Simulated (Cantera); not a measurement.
Ignition delay

Mixture: CO : H₂ : O₂ : N₂ : H₂O = 1 : 0.11 : 0.326 : 1.23 : 0.58 (molar parts), at 1.00 bar, adiabatic and at constant pressure. Ignition delay is the time to a rise of 400 K.

Computed with Cantera and GRI-Mech 3.0 (53 species, 325 reactions).

| T0 (K) | delay (ms) |
|---|---|
| 998 | 5.36 |
| 1048 | 1.11 |
| 1098 | 0.399 |
| 1148 | 0.218 |
| 1198 | 0.146 |
| 1248 | 0.108 |

```yaml
apparent activation energy between 1148 and 1248 K: 83 kJ/mol
```
